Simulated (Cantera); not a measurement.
# Premixed flame

A freely propagating, adiabatic, planar premixed flame of CH₄ : O₂ : N₂ = 1 : 1.43 : 5.37 (molar parts), equivalence ratio 1.4, unburnt at 550 K and 10.0 bar; mixture-averaged transport, grid criteria slope 0.08 and curve 0.16, no radiation.

Computed with Cantera and GRI-Mech 3.0 (53 species, 325 reactions). Burning velocities carry a grid error of a few per cent, more on coarse grids.

| z (mm) | T (K) | u (m/s) | x CH₄ | x O₂ | x HCN | x OH | x HCO | x C₂H₄ |
|---|---|---|---|---|---|---|---|---|
| -0.380 | 551 | 0.231 | 0.128 | 0.183 | <1e-8 | <1e-8 | <1e-8 | 2.63e-7 |
| -0.254 | 561 | 0.237 | 0.126 | 0.181 | 1.46e-8 | <1e-8 | <1e-8 | 4.59e-6 |
| -0.190 | 589 | 0.250 | 0.123 | 0.178 | 6.91e-8 | <1e-8 | <1e-8 | 2.18e-5 |
| -0.127 | 721 | 0.309 | 0.112 | 0.166 | 4.88e-7 | <1e-8 | <1e-8 | 0.000156 |
| -0.0634 | 1182 | 0.518 | 0.0766 | 0.120 | 3.00e-6 | 1.95e-6 | 8.15e-8 | 0.000991 |
| -0.0317 | 1567 | 0.694 | 0.0453 | 0.0752 | 6.19e-6 | 2.59e-5 | 1.83e-6 | 0.00188 |
| 0 | 1917 | 0.858 | 0.0174 | 0.0308 | 1.17e-5 | 0.000174 | 3.93e-6 | 0.00150 |
| 0.0317 | 2088 | 0.937 | 0.00625 | 0.00924 | 1.93e-5 | 0.000322 | 1.93e-6 | 0.000362 |
| 0.0634 | 2143 | 0.962 | 0.00330 | 0.00287 | 2.39e-5 | 0.000298 | 7.51e-7 | 8.93e-5 |
| 0.127 | 2168 | 0.973 | 0.00181 | 0.000415 | 2.60e-5 | 0.000203 | 2.23e-7 | 1.77e-5 |
| 0.254 | 2170 | 0.974 | 0.000981 | 1.98e-5 | 2.47e-5 | 0.000153 | 1.09e-7 | 4.90e-6 |
| 0.507 | 2167 | 0.974 | 0.000423 | 8.08e-7 | 1.99e-5 | 0.000141 | 8.15e-8 | 1.34e-6 |
| 1.01 | 2164 | 0.974 | 9.54e-5 | 6.79e-7 | 1.13e-5 | 0.000136 | 7.00e-8 | 1.76e-7 |
x: mole fraction of selected species; z is measured from the peak of heat release.

| Item | Value |
|---|---|
| laminar burning velocity | 23.0 cm/s |
| thermal thickness | 0.127 mm |
| peak x(HCN) | 2.60e-5 |
| peak x(OH) | 0.000327 |
| peak x(HCO) | 4.02e-6 |
| peak x(C₂H₄) | 0.00204 |
